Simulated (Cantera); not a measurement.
A closed system holds: 1 mol FeS, 0.59 mol H₂, 0.054 mol H₂O, equilibrated at 1248.15 K and 72.0 Pa.

Method: chemical equilibrium by Gibbs-energy minimisation in Cantera with the NASA 1993 tables (ideal gas, pure condensed phases). Candidate condensed phases: Fe, FeO, Fe(OH)₂, Fe(OH)₃, FeS, FeSO₄, FeS₂, Fe₂O₃, Fe₂(SO₄)₃, Fe₃O₄, H₂O, H₂SO₄, S; 22 gas species. Mutual solubility and eutectic melting of coexisting phases are not modelled. FeS: taken at fixed stoichiometry. Gases not in the tables: S₃ to S₇. The numbers say what is thermodynamically allowed, not how fast it happens.

Base state: H₂ 0.911, H₂O 0.0838, H₂S 0.00500, S₂ 0.000169, SH 6.05e-5, H 1.67e-5 (mole fractions); condensed: Fe(γ) + FeS(s).

Q: What changes in the equilibrium state with this change: FeS replaced by Ta₂O₅?

A: 
```csv
species,before,after
H₂,0.911,0.916
H₂O,0.0838,0.0839
H,1.67e-5,1.67e-5
H₂S,0.00500,0
S₂,0.000169,0
SH,6.05e-5,0
"Fe(γ), mol",0.00348,0
"FeS(s), mol",0.997,0
"Ta₂O₅(s), mol",0,1.00
```
Further candidate phases: Ta, Ta₂O₅.
